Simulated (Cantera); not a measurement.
**Thermodynamics of oxide etching and cleaning by halides, feed B2O3 + HF + H2 + N2**

Input: 1 mol B2O3, 9.7 mol HF, 0.24 mol H2, 0.00011 mol N2, at 0.000130 bar.

Method: chemical equilibrium by Gibbs-energy minimisation in Cantera with the NASA 1993 tables (ideal gas, pure condensed phases). Candidate condensed phases: B, BN, B2O3, B3O3H3, H2O; 62 gas species. Equilibrium is a limit: real reactors are often held back by kinetics, nucleation or transport.

| T (°C) | x HF | x H2O | x BF3 | x BOF | x H2 | x B3O3F3 | x HBO2 | x (HBO2)3 | n B2O3(l) |
|---|---|---|---|---|---|---|---|---|---|
| 500 | 0.424 | 0.329 | 0.218 | 7.22e-6 | 0.0268 | 0.00188 | 9.51e-7 | 1.23e-5 | 0 |
| 550 | 0.441 | 0.319 | 0.208 | 5.68e-5 | 0.0267 | 0.00479 | 7.64e-6 | 2.83e-5 | 0 |
| 600 | 0.464 | 0.305 | 0.195 | 0.000327 | 0.0266 | 0.00878 | 4.33e-5 | 4.33e-5 | 0 |
| 650 | 0.490 | 0.290 | 0.180 | 0.00147 | 0.0265 | 0.0130 | 0.000188 | 5.12e-5 | 0 |
| 700 | 0.516 | 0.272 | 0.164 | 0.00547 | 0.0262 | 0.0163 | 0.000664 | 5.03e-5 | 0 |
| 750 | 0.545 | 0.250 | 0.146 | 0.0165 | 0.0259 | 0.0159 | 0.00184 | 3.54e-5 | 0.0177 |
| 800 | 0.566 | 0.225 | 0.124 | 0.0423 | 0.0252 | 0.0132 | 0.00431 | 2.09e-5 | 0 |
x: gas mole fraction; n: condensed amount in mol.

From 500 °C to 700 °C nothing is condensed. At 750 °C the condensed part is B2O3(l). At 800 °C nothing is condensed. The main B-bearing gas is BF3 throughout.
